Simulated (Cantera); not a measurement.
Feed: 1 mol SiC, 0.12 mol N2O, 80 mol N2, 1.1 mol O2, held at 952 °C and 1.00 bar.

Cantera equilibrium calculation (NASA polynomials, part measured and part estimated; ideal gas, pure solids and liquids). Candidate condensed phases: C, Si, SiC, SiO2, Si2N2O, Si3N4; 34 gas species. Mutual solubility and eutectic melting of coexisting phases are not modelled. The tables hold silica as quartz up to 1696 K and as liquid above; real silica turns to tridymite and cristobalite and melts near 1996 K. The numbers say what is thermodynamically allowed, not how fast it happens.

Base state: N2 0.988, CO 0.0124 (mole fractions); condensed: SiO2(β-quartz) + Si2N2O(s).

Task: What changes in the equilibrium state with this change: 1.3 mol CH4 added?

Result: 
```json
[
 {"species": "N2", "before": "0.988", "after": "0.950"},
 {"species": "H2", "before": "0", "after": "0.0310"},
 {"species": "CO", "before": "0.0124", "after": "0.0187"},
 {"species": "HCN", "before": "0", "after": "1.68e-5"},
 {"species": "CH4", "before": "0", "after": "1.26e-5"},
 {"species": "SiO2(β-quartz), mol", "before": "0.546", "after": "0.168"},
 {"species": "Si2N2O(s), mol", "before": "0.227", "after": "0.416"},
 {"species": "C(graphite), mol", "before": "0", "after": "0.731"}
]
```
Further candidate phases: C6H6, C7H8, C8H18, H2O.

Task: What changes in the equilibrium state with this change: temperature from 952 °C to 1827 °C?

Result: 
```csv
species,before,after
N2,0.988,0.979
CO,0.0124,0.0121
SiO,<1e-9,0.00841
CO2,3.13e-6,9.27e-5
"SiO2(β-quartz), mol",0.546,0
"Si2N2O(s), mol",0.227,0
"SiO2(l), mol",0,0.312
```
